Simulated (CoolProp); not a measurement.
Vapour-liquid equilibrium of CHF3 (R23) (1) + R143a (2) at 253 K; x and y are mole fractions of (1).

Values from CoolProp's multi-fluid Helmholtz-energy mixture model, Penoncello 2003 and Lemmon and Jacobsen 2000; pair parameters Bell 2016.

Q: Give the bubble pressure and the first vapour's composition at x = 0.275, 0.35, 0.95. Is there an azeotrope?

A: x = 0.275: 0.5745 MPa, y = 0.575; x = 0.35: 0.6556 MPa, y = 0.660; x = 0.95: 1.328 MPa, y = 0.982. No azeotrope shows between x = 0.05 and 0.95.

Pair parameters are fitted to limited data, so mixtures are less certain than the pure fluids.
